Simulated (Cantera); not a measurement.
Cantera with NASA thermochemical tables; ideal gases at 1 bar, condensed phases pure. Values are per mole of reaction as written; species without (g) are pure solids or liquids, kept so even where they would boil at 1 bar.

PbS(g) = Pb + S, with ΔH° = -131.8 kJ and ΔS° = -154.5 J/K at 300 K.

Problem. How far is the shortcut ΔG° ≈ ΔH°(300 K) − T·ΔS°(300 K) from the full temperature-dependent value at 350, 450, 550, 650, 750, 850, 950, 1050 K?

Solution. 
```csv
T (K),shortcut (kJ),full (kJ),difference (kJ),difference in log10 K,condensed phases
350,-77.7,-77.8,0.1,-0.01,"Pb(s), S(s)"
450,-62.3,-63.2,0.9,-0.11,"Pb(s), S(l)"
550,-46.8,-49.4,2.6,-0.25,"Pb(s), S(l)"
650,-31.4,-36.7,5.3,-0.42,"Pb(l), S(l)"
750,-15.9,-24.7,8.8,-0.61,"Pb(l), S(l)"
850,-0.5,-13.1,12.6,-0.77,"Pb(l), S(l)"
950,15.0,-1.7,16.7,-0.92,"Pb(l), S(l)"
1050,30.4,9.4,21.0,-1.05,"Pb(l), S(l)"
```
The shortcut ignores heat capacities and the phase changes listed.
